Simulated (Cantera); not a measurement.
Input: 1 mol CaCO3, 0.035 mol H2, at 1102 °C and 15.0 Pa.

Method: chemical equilibrium by Gibbs-energy minimisation in Cantera with the NASA 1993 tables (ideal gas, pure condensed phases). Candidate condensed phases: C, C6H6, C7H8, C8H18, Ca, CaCO3, CaO, Ca(OH)2, H2O; 115 gas species. The numbers say what is thermodynamically allowed, not how fast it happens.

Base state: CO2 0.933, CO 0.0332, H2O 0.0332, H2 0.000573 (mole fractions); condensed: CaO(s).

Q: What changes in the equilibrium state with this change: temperature from 1102 °C to 500 °C?

A: 
```tsv
species	before	after
CO2	0.933	0.839
H2O	0.0332	0.0669
CO	0.0332	0.0669
H2	0.000573	0.0273
CaO(s), mol	1.00	0.337
CaCO3(calcite), mol	0	0.663
```
